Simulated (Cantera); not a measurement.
Feed: 1 mol Al, 1 mol H2O, 8.5 mol H2, at 10.0 mbar.

Cantera equilibrium calculation (NASA polynomials, part measured and part estimated; ideal gas, pure solids and liquids). Candidate condensed phases: Al, Al2O3, H2O; 19 gas species. Mutual solubility and eutectic melting of coexisting phases are not modelled. The numbers say what is thermodynamically allowed, not how fast it happens.

x: gas mole fraction; n: condensed amount in mol.

| T (K) | x H2 | x Al | x Al2O | x H | n Al(s) | n Al2O3(s) | n Al(l) |
|---|---|---|---|---|---|---|---|
| 848 | 1.00 | (withheld) | <1e-12 | 1.90e-10 | 0.333 | 0.333 | 0 |
| 948 | 1.00 | (withheld) | 1.64e-11 | 5.24e-9 | 0 | 0.333 | 0.333 |
| 1048 | 1.00 | (withheld) | 1.77e-9 | 7.73e-8 | 0 | 0.333 | 0.333 |
| 1148 | 1.000 | (withheld) | 8.28e-8 | 7.16e-7 | 0 | 0.333 | 0.333 |
| 1248 | 1.000 | (withheld) | 2.05e-6 | 4.67e-6 | 0 | 0.333 | 0.333 |
| 1348 | 1.000 | (withheld) | 3.09e-5 | 2.31e-5 | 0 | 0.333 | 0.332 |
| 1448 | 0.999 | (withheld) | 0.000316 | 9.21e-5 | 0 | 0.332 | 0.323 |
| 1548 | 0.994 | (withheld) | 0.00237 | 0.000307 | 0 | 0.326 | 0.273 |

Fill in the missing entries.


- 848, x Al: 5.02e-12
- 948, x Al: 6.39e-10
- 1048, x Al: 2.84e-8
- 1148, x Al: 6.46e-7
- 1248, x Al: 8.81e-6
- 1348, x Al: 8.10e-5
- 1448, x Al: 0.000544
- 1548, x Al: 0.00284
